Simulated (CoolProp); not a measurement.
Computed with CoolProp (reference Helmholtz-energy equation of state, Fiedler 2023).

Task: For tetrahydrofuran, give the phase and the cp (kJ/(kg K)), speed of sound (m/s) at 472.4 K and 0.101 MPa; 499.9 K and 0.101 MPa.

Result: 
- 472.4 K and 0.101 MPa: gas; cp 1.76, speed of sound 239
- 499.9 K and 0.101 MPa: gas; cp 1.86, speed of sound 246
